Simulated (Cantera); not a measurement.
Feed: 1 mol C3H8, 0.029 mol CO2, 1.2 mol N2, equilibrated at 2298.15 K and 10.0 Torr.

These are equilibrium values from Cantera (NASA tables, ideal gas, pure condensed phases), not measurements of a reactor. Candidate condensed phases: C, C6H6, C7H8, C8H18, H2O; 136 gas species. Kinetics and transport are ignored.

Base state: H2 0.689, N2 0.212, H 0.0689, HCN 0.0156, CO 0.0107, C2H2 (acetylene) 0.00295, HNC 0.00142, CN 6.62e-5 (mole fractions); condensed: C(graphite).

**Question.** What changes in the equilibrium state with this change: temperature from 2298.15 K to 1075 K?

**Answer.** 
```csv
species,before,after
H2,0.689,0.760
N2,0.212,0.228
CO,0.0107,0.0110
H,0.0689,1.11e-7
HCN,0.0156,6.60e-6
C2H2 (acetylene),0.00295,5.72e-9
HNC,0.00142,1.62e-8
"C(graphite), mol",2.85,2.97
```

**Question.** What changes in the equilibrium state with this change: CO2 from 0.029 to 4.6 mol?

**Answer.** 
```tsv
species	before	after
CO	0.0107	0.543
H2	0.689	0.205
N2	0.212	0.0918
CO2	<1e-9	0.0384
H2O	4.11e-9	0.0812
HCN	0.0156	4.31e-9
H	0.0689	0.0376
C2H2 (acetylene)	0.00295	<1e-9
OH	<1e-9	0.00239
HNC	0.00142	<1e-9
C(graphite), mol	2.85	0
```
